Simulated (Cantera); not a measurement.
# Metals in furnace atmospheres: Fe + SO2 + H2

Charge: 1 mol Fe, 0.028 mol SO2, 8.4 mol H2, equilibrated at 377 °C and 1.00 bar.

Equilibrium computed with Cantera from the NASA thermochemical tables; the gas is ideal and each condensed phase is pure. Candidate condensed phases: Fe, FeO, Fe(OH)2, Fe(OH)3, FeS, FeSO4, FeS2, Fe2O3, Fe2(SO4)3, Fe3O4, H2O, H2SO4, S; 22 gas species. FeS: taken at fixed stoichiometry. Kinetics and transport are ignored.

The x(H2) comes out as 0.993 and the x(H2O) comes out as 0.00667. The x(H2S) is 1.51e-5. The n(Fe(α)) is 0.972 mol and the n(FeS(s)) is 0.0279 mol. The gas amount is 8.400 mol, the log10 activity of Fe(OH)2(s) (absent) is -6.39 and the log10 activity of S(l) (absent) is -8.30. The log10 activity of Fe(OH)3(s) (absent) is -12.86.
